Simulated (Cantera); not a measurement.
Input: 1 mol FeS, 240 mol H₂, equilibrated at 27.0 Pa.

Points: T (K) = 723, 823, 923, 1023, 1123, 1223, 1323, 1423, 1523, 1623, 1723, 1823, 1923.

Cantera's Mixture.equilibrate('TP', solver="vcs", rtol=1e-11, max_steps=5000) on the NASA tables stopped like this:

```
T = 723 K  P = 27 Pa  gas = 240 mol
   x: H2 9.999e-01  H2S 5.327e-05
   condensed (mol): Fe(a) 0.01278  FeS(c) 0.9872
T = 823 K  P = 27 Pa  gas = 240 mol
   x: H2 9.998e-01  H2S 2.027e-04
   condensed (mol): Fe(a) 0.04864  FeS(c) 0.9514
T = 923 K  P = 27 Pa  gas = 240 mol
   x: H2 9.994e-01  H2S 5.706e-04
   condensed (mol): Fe(a) 0.137  FeS(c) 0.863
T = 1023 K  P = 27 Pa  gas = 240 mol
   x: H2 9.987e-01  H2S 1.313e-03
   condensed (mol): Fe(a) 0.3156  FeS(c) 0.6844
ERROR: FAILURE its = 5001!

*******************************************************************************
CanteraError thrown by MultiPhase::equilibrate:
VCS solver failed. Return code: -1
*******************************************************************************
```

### Question
What got this run through?

### Answer
This is not unique; one that fits is The failure is numerical, not chemical. The same input converged with solver="gibbs", rtol=1e-10, max_steps=50000, and the result passed a check of the equilibrium conditions:
```
T = 723 K  P = 27 Pa  gas = 240 mol
   x: H2 9.999e-01  H2S 5.327e-05
   condensed (mol): Fe(a) 0.01278  FeS(c) 0.9872
T = 823 K  P = 27 Pa  gas = 240 mol
   x: H2 9.998e-01  H2S 2.027e-04
   condensed (mol): Fe(a) 0.04864  FeS(c) 0.9514
T = 923 K  P = 27 Pa  gas = 240 mol
   x: H2 9.994e-01  H2S 5.706e-04
   condensed (mol): Fe(a) 0.137  FeS(c) 0.863
T = 1023 K  P = 27 Pa  gas = 240 mol
   x: H2 9.987e-01  H2S 1.313e-03
   condensed (mol): Fe(a) 0.3156  FeS(c) 0.6844
T = 1123 K  P = 27 Pa  gas = 240 mol
   x: H2 9.973e-01  H2S 2.650e-03  S2 1.520e-05  SH 8.521e-06  H 2.588e-06
   condensed (mol): Fe(a) 0.6454  FeS(c) 0.3546
T = 1223 K  P = 27 Pa  gas = 240 mol
   x: H2 9.960e-01  H2S 3.807e-03  S2 1.530e-04  SH 5.185e-05  H 1.826e-05
   condensed (mol): Fe(c) 0.9999
T = 1323 K  P = 27 Pa  gas = 240.1 mol
   x: H2 9.961e-01  H2S 3.188e-03  S2 4.116e-04  SH 1.479e-04  H 9.633e-05  Fe 7.696e-06  S 4.903e-06
   condensed (mol): Fe(c) 0.9982
T = 1423 K  P = 27 Pa  gas = 240.3 mol
   x: H2 9.961e-01  H2S 2.371e-03  S2 7.244e-04  H 4.034e-04  SH 3.153e-04  Fe 9.872e-05  S 2.600e-05
   condensed (mol): Fe(c) 0.9763
T = 1523 K  P = 27 Pa  gas = 240.7 mol
   x: H2 9.945e-01  H2S 1.632e-03  H 1.403e-03  S2 9.409e-04  Fe 8.990e-04  SH 5.422e-04  S 9.881e-05
   condensed (mol): Fe(c) 0.7836
T = 1623 K  P = 27 Pa  gas = 241.9 mol
   x: H2 9.885e-01  H 4.182e-03  Fe 4.134e-03  H2S 1.070e-03  S2 9.888e-04  SH 7.950e-04  S 2.915e-04
   condensed (mol): none
T = 1723 K  P = 27 Pa  gas = 242.8 mol
   x: H2 9.816e-01  H 1.100e-02  Fe 4.118e-03  SH 1.019e-03  S2 8.656e-04  S 6.946e-04  H2S 6.729e-04
   condensed (mol): none
T = 1823 K  P = 27 Pa  gas = 244.8 mol
   x: H2 9.665e-01  H 2.592e-02  Fe 4.085e-03  S 1.342e-03  SH 1.128e-03  S2 6.108e-04  H2S 3.934e-04
   condensed (mol): none
T = 1923 K  P = 27 Pa  gas = 248.6 mol
   x: H2 9.368e-01  H 5.549e-02  Fe 4.022e-03  S 2.092e-03  SH 1.057e-03  S2 3.333e-04  H2S 2.064e-04
   condensed (mol): none
```

The gas is ideal and each condensed phase is pure. Mutual solubility and eutectic melting of coexisting phases are not modelled. FeS: taken at fixed stoichiometry. Gases not in the tables: S3 to S7.
